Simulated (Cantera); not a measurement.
Feed: 1 mol SiH2Cl2, 92 mol N2, 0.59 mol H2, at 1750 K and 0.00110 bar.

These are equilibrium values from Cantera (NASA tables, ideal gas, pure condensed phases), not measurements of a reactor. Candidate condensed phases: NH4Cl, Si, Si3N4; 28 gas species. The tables' values for SiCl, SiN are old estimates; treat these amounts as uncertain. Kinetics and transport are ignored.

Base state: N2 0.971, H2 0.0136, SiCl2 0.00751, HCl 0.00554, Si 0.00136, H 0.000817, Cl 0.000257, SiCl 0.000253 (mole fractions); condensed: Si(l).

**Question.** What changes in the equilibrium state with this change: SiH2Cl2 replaced by trisilylamine?

**Answer.** 
```csv
species,before,after
N2,0.971,0.946
H2,0.0136,0.0512
H,0.000817,0.00159
SiCl2,0.00751,0
Si,0.00136,0.00136
HCl,0.00554,0
Cl,0.000257,0
SiCl,0.000253,0
SiH,6.98e-6,1.36e-5
SiN,2.30e-5,2.27e-5
"Si(l), mol",0.122,2.85
```
The feed counts by its element totals alone. The tables' values for SiN are old estimates; treat these amounts as uncertain.

**Question.** What changes in the equilibrium state with this change: temperature from 1750 K to 1923 K?

**Answer.** 
| species | before | after |
|---|---|---|
| N2 | 0.971 | 0.965 |
| H2 | 0.0136 | 0.0110 |
| HCl | 0.00554 | 0.00842 |
| Si | 0.00136 | 0.00467 |
| SiCl2 | 0.00751 | 0.00515 |
| Cl | 0.000257 | 0.00172 |
| H | 0.000817 | 0.00298 |
| Si(l), mol | 0.122 | 0 |
